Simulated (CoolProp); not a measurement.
Saturation properties of nitrous oxide (Tc = 309.5 K, pc = 72.45 bar, ω = 0.161).

Model: reference Helmholtz-energy equation of state, Lemmon 2006, in CoolProp. It is a short technical equation, of lower accuracy than the large ones.

```
T (K)  p (bar)  liquid density (kg/m³)  vapour density (kg/m³)  enthalpy of vaporisation (kJ/kg)  liquid cp (kJ/(kg K))
-----  -------  ----------------------  ----------------------  --------------------------------  ---------------------
231.8    8.947                    1080                   23.25                             313.1                  1.837
236.9    10.70                    1061                   27.69                             305.1                  1.864
242      12.69                    1042                   32.80                             296.6                  1.896
247.1        ?                    1022                   38.66                             287.7                  1.933
252.2    17.47                    1002                   45.37                                 ?                      ?
257.3    20.30                   980.6                   53.06                             268.4                  2.027
262.4        ?                   958.3                   61.88                             257.7                  2.089
267.5    26.93                   934.8                   72.04                             246.4                  2.165
272.5    30.70                   910.4                   83.55                             234.3                  2.259
277.6    34.94                   883.7                   97.21                             221.0                  2.382
282.7    39.58                   854.8                   113.3                                 ?                      ?
287.8        ?                   823.0                   132.7                             189.8                  2.792
```

Task: Complete the blanks.

Result: 
- 247.1, p (bar): 14.94
- 252.2, enthalpy of vaporisation (kJ/kg): 278.3
- 252.2, liquid cp (kJ/(kg K)): 1.976
- 262.4, p (bar): 23.44
- 282.7, enthalpy of vaporisation (kJ/kg): 206.3
- 282.7, liquid cp (kJ/(kg K)): 2.550
- 287.8, p (bar): 44.67

It boils at 184.7 K under 1 atm.
